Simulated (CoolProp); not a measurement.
Cyclopentane at several states: Z from the reference equation and from simpler models built on Tc = 511.7 K, pc = 4.583 MPa, ω = 0.202; each cubic takes its own stable root.

Model: reference Helmholtz-energy equation of state, Gedanitz 2015, in CoolProp.

```
T (K)  p (MPa)   phase  reference  van der Waals  Redlich-Kwong  Soave-Redlich-Kwong  Peng-Robinson
-----  -------  ------  ---------  -------------  -------------  -------------------  -------------
254.4    0.048  liquid   0.002035         0.9845       0.002160             0.002131       0.001894
485.4    0.707     gas     0.9321         0.9455         0.9361               0.9348         0.9287
418.7     7.38  liquid     0.2400         0.3583         0.2603               0.2533         0.2244
320.8    0.066     gas     0.9770         0.9873         0.9819               0.9804         0.9797
463.1   0.0192     gas     0.9980         0.9984         0.9981               0.9980         0.9979
215      0.773  liquid    0.03706        0.05864        0.03940              0.03909        0.03483
```

At some of these states van der Waals gives the other phase, because its saturation line lies elsewhere.
